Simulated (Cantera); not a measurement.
A closed system holds: 1 mol Ti(OiPr)4, 87 mol H2, held at 0.000150 bar.

Cantera equilibrium calculation (NASA polynomials, part measured and part estimated; ideal gas, pure solids and liquids). Candidate condensed phases: C, C6H6, C7H8, C8H18, H2O, Ti, TiC, TiO, TiO2, Ti2O3, Ti3O5, Ti4O7; 113 gas species. The feed counts by its element totals alone. TiC: taken at fixed stoichiometry. Kinetics and transport are ignored.

### Question
At 1452 °C, list the 4 most abundant gas species with their mole fractions, and the condensed phases.

### Answer
H2 0.947, CO 0.0378, H 0.0148, C2H2 (acetylene) 8.73e-5. Condensed: C(graphite) + TiC(s).
